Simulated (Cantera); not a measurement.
# Stirred combustor or abatement burner

A perfectly stirred reactor is fed with CH3OH : O2 : N2 = 1 : 2.34 : 8.81 (molar parts), equivalence ratio 0.64, at 4.93 atm; it is adiabatic with a 600 K inlet, and is followed from long to short residence time, starting on the burning branch (τ in s: 0.086, 0.024, 0.0069, 0.002, 0.00056, 0.00016, 4.5e-05, 1.3e-05, 3.7e-06).

Detailed kinetics in Cantera: GRI-Mech 3.0 (53 species, 325 reactions). GRI-Mech 3.0 was tuned for natural gas; its chemistry of methanol as a main component is partial and can be far from experiment.

```tsv
τ (s)	T (K)	x CH3OH	x O2	x C2H	x O	x H2O2
0.086	2012	7.39e-7	0.0660	<1e-12	9.63e-5	1.87e-7
0.024	2010	2.35e-6	0.0661	<1e-12	0.000122	2.14e-7
0.0069	2005	6.48e-6	0.0663	<1e-12	0.000191	2.84e-7
0.0020	1992	1.60e-5	0.0666	<1e-12	0.000353	4.31e-7
0.00056	1965	3.89e-5	0.0676	<1e-12	0.000691	7.04e-7
0.00016	1913	9.80e-5	0.0701	<1e-12	0.00123	1.18e-6
4.5e-5	1786	0.000388	0.0787	3.92e-12	0.00135	2.59e-6
1.3e-5	600	0.0823	0.193	<1e-12	<1e-12	<1e-12
3.7e-6	600	0.0823	0.193	<1e-12	<1e-12	<1e-12
```
x: mole fraction; the columns are a selection and need not sum to one.
